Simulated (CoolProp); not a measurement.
Vapour-liquid equilibrium of propylene (1) + propane (2) at 285.7 K; x and y are mole fractions of (1).

The numbers come from the multi-fluid Helmholtz-energy mixture model, Lemmon 2013 and Lemmon 2009; pair parameters Bell 2016 in CoolProp.

| x | bubble pressure (kPa) | y at the bubble point | dew pressure at overall composition x (kPa) | liquid density (mol/L) |
|---|---|---|---|---|
| 0.05 | 694.6 | 0.062 | 692.5 | 11.63 |
| 0.2 | 724.7 | 0.236 | 718.6 | 11.75 |
| 0.35 | 751.7 | 0.394 | 744.3 | 11.87 |
| 0.5 | 775.6 | 0.541 | 769.1 | 12.01 |
| 0.65 | 796.7 | 0.682 | 792.1 | (withheld) |
| 0.8 | 815.0 | (withheld) | 812.6 | 12.30 |
| 0.95 | 830.5 | 0.954 | 830.0 | (withheld) |

### Question
Fill in the missing entries.

### Answer

- 0.65, liquid density (mol/L): 12.15
- 0.8, y at the bubble point: 0.819
- 0.95, liquid density (mol/L): 12.47

No azeotrope shows between x = 0.05 and 0.95.

The pair parameters rest on a limited set of measurements; away from them the model extrapolates.
